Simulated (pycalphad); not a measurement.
Computed with pycalphad from the COST 507 light-alloy database (1999), at 1 atm. The data set is of 1999 and partly superseded. Kinetics are ignored, which matters at the lower temperatures.

Molar enthalpy of Si-7.773V (wt.%) in equilibrium (SER reference):

| T (°C) | H (kJ/mol) | phases |
|---|---|---|
| 2327 | 105.21 | liquid |
| 2177 | 101.00 | liquid |
| 2027 | 96.78 | liquid |
| 1877 | 92.57 | liquid |
| 1727 | 88.37 | liquid |
| 1577 | 84.20 | liquid |
| 1502 | 82.11 | liquid |
| 1427 | 79.12 | liquid + SI2V |
| 1352 | 29.11 | diamond (Si) + SI2V |
| 1277 | 26.93 | diamond (Si) + SI2V |
| 1127 | 22.65 | diamond (Si) + SI2V |
| 977 | 18.46 | diamond (Si) + SI2V |
| 827 | 14.37 | diamond (Si) + SI2V |
| 677 | 10.38 | diamond (Si) + SI2V |
| 527 | 6.51 | diamond (Si) + SI2V |
| 377 | 2.75 | diamond (Si) + SI2V |
| 227 | -0.86 | diamond (Si) + SI2V |

Cooling from 1502 °C to 1352 °C, across the freezing range, releases 53.0 kJ/mol, or 1820 J/g. The slope is 28 J/(mol K) in the liquid and 29 J/(mol K) just below the solidus, where it includes any heat of precipitation. Liquidus 1447 °C, solidus 1402 °C. Changes were sought between steps of 75 K, so a narrower field can be missed.

Database names, with the compositions (at.%) that they take in these runs: SI2V: Si 67 V 33.
